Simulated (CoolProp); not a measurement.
Acetone along the isotherm 276.85 °C: Z from the reference equation and from simpler models built on Tc = 235.0 °C, pc = 4692 kPa, ω = 0.307; each cubic takes its own stable root.

Model: reference Helmholtz-energy equation of state, Lemmon 2006, in CoolProp. It is a short technical equation, of lower accuracy than the large ones.

| p (kPa) | phase | reference | van der Waals | Soave-Redlich-Kwong | Peng-Robinson |
|---|---|---|---|---|---|
| 1300 | gas | 0.9147 | 0.9282 | 0.9259 | 0.9165 |
| 2610 | gas | 0.8228 | 0.8453 | 0.8445 | 0.8266 |
| 3910 | gas | 0.7232 | 0.7459 | 0.7546 | 0.7295 |
| 5210 | supercritical | 0.6112 | 0.6116 | 0.6522 | 0.6224 |
| 6520 | supercritical | 0.4794 | 0.4337 | 0.5387 | 0.5085 |
| 7820 | supercritical | 0.3536 | 0.4178 | 0.4611 | 0.4312 |
| 9120 | supercritical | 0.3237 | 0.4450 | 0.4454 | 0.4124 |
| 10400 | supercritical | 0.3327 | 0.4799 | 0.4560 | 0.4193 |
| 11700 | supercritical | 0.3514 | 0.5181 | 0.4763 | 0.4361 |
